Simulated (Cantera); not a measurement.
Input: 1 mol CO2, 5.5 mol H2O, 7.6 mol N2, equilibrated at 1125 °C and 14000 Pa.

Equilibrium computed with Cantera from the NASA thermochemical tables; the gas is ideal and each condensed phase is pure. Candidate condensed phases: C, C6H6, C7H8, C8H18, H2O; 136 gas species. Rates play no part.

Base state: N2 0.539, H2O 0.390, CO2 0.0709, H2 7.06e-5, O2 4.21e-5, CO 2.77e-5, OH 1.16e-5 (mole fractions); condensed: gas only.

### Question
What changes in the equilibrium state with this change: temperature from 1125 °C to 2025 °C?

### Answer
```tsv
species	before	after
N2	0.539	0.525
H2O	0.390	0.356
CO2	0.0709	0.0543
H2	7.06e-5	0.0177
OH	1.16e-5	0.0110
CO	2.77e-5	0.0151
O2	4.21e-5	0.0122
O	1.59e-8	0.00145
H	1.06e-7	0.00341
NO	8.39e-6	0.00308
```

### Question
What changes in the equilibrium state with this change: temperature from 1125 °C to 1677 °C?

### Answer
| species | before | after |
|---|---|---|
| N2 | 0.539 | 0.537 |
| H2O | 0.390 | 0.384 |
| CO2 | 0.0709 | 0.0676 |
| H2 | 7.06e-5 | 0.00386 |
| O | 1.59e-8 | 6.27e-5 |
| H | 1.06e-7 | 0.000190 |
| OH | 1.16e-5 | 0.00172 |
| CO | 2.77e-5 | 0.00299 |
| NO | 8.39e-6 | 0.000623 |
